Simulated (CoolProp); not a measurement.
Normal hydrogen along the isotherm -238.25 °C: density (kg/m³) from the reference equation and from simpler models built on Tc = -240.0 °C, pc = 1.296 MPa, ω = -0.219; each cubic takes its own stable root.

Values from CoolProp's reference Helmholtz-energy equation of state, Leachman 2009.

| p (MPa) | phase | reference |
|---|---|---|
| 0.864 | gas | 7.729 |
| 1.73 | supercritical | 37.51 |
| 2.59 | supercritical | 51.01 |
| 3.46 | supercritical | 55.47 |
| 4.32 | supercritical | 58.36 |
| 5.19 | supercritical | 60.60 |
| 6.05 | supercritical | 62.42 |
| 6.91 | supercritical | 63.97 |
| 7.78 | supercritical | 65.35 |
| 8.64 | supercritical | 66.57 |
| 9.51 | supercritical | 67.70 |
| 10.4 | supercritical | 68.75 |
| 11.2 | supercritical | 69.63 |
| 12.1 | supercritical | 70.55 |
| 13 | supercritical | 71.42 |

### Question
How far does each simpler model (van der Waals, Redlich-Kwong, Soave-Redlich-Kwong) lie from the reference over these 15 states: mean and median of the absolute difference, and the worst?

### Answer
- van der Waals: mean 18.3 %, median 19.7 %, worst -20.4 % at -238.25 °C and 13 MPa
- Redlich-Kwong: mean 3.4 %, median 2.3 %, worst -17.1 % at -238.25 °C and 1.73 MPa
- Soave-Redlich-Kwong: mean 2.7 %, median 2.8 %, worst -6.1 % at -238.25 °C and 1.73 MPa
